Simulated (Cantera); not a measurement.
An adiabatic, constant-volume homogeneous reactor starts with 22.1 % H2, 13.0 % O2, 64.9 % N2, equivalence ratio 0.85, at 1775 K and 1.01 bar.

Computed with Cantera and the H2/O2 subset of GRI-Mech 3.0, which has no nitrogen chemistry.

x: mole fraction; the columns are a selection and need not sum to one.

| t (s) | T (K) | P (bar) | x H2 | x O2 | x H2O | x HO2 | x OH |
|---|---|---|---|---|---|---|---|
| 7.00e-6 | 1831 | 1.04 | 0.111 | 0.0799 | 0.0746 | [?] | 0.0128 |
| 2.18e-5 | 2258 | 1.25 | 0.0433 | 0.0362 | 0.140 | [?] | 0.0286 |
| 6.79e-5 | 2770 | 1.49 | 0.0361 | 0.0295 | 0.168 | [?] | 0.0338 |
| 0.000211 | 2934 | 1.56 | 0.0314 | 0.0274 | 0.180 | 1.22e-5 | 0.0332 |
| 0.000658 | 2934 | 1.56 | 0.0314 | 0.0273 | 0.180 | 1.22e-5 | 0.0332 |
| 0.00205 | 2934 | 1.56 | 0.0314 | 0.0273 | 0.180 | 1.22e-5 | 0.0332 |
| 0.00638 | 2934 | 1.56 | 0.0314 | 0.0273 | 0.180 | 1.22e-5 | 0.0332 |
| 0.0199 | 2934 | 1.56 | 0.0314 | 0.0273 | 0.180 | 1.22e-5 | 0.0332 |
| 0.0619 | 2934 | 1.56 | 0.0314 | 0.0273 | 0.180 | 1.22e-5 | 0.0332 |
| 0.193 | 2934 | 1.56 | 0.0314 | 0.0273 | 0.180 | 1.22e-5 | 0.0332 |
| 0.600 | 2934 | 1.56 | 0.0314 | 0.0273 | 0.180 | 1.22e-5 | 0.0332 |

Task: Some entries are withheld; supply them.

Result: 
- 7.00e-6, x HO2: 2.40e-5
- 2.18e-5, x HO2: 1.03e-5
- 6.79e-5, x HO2: 9.03e-6
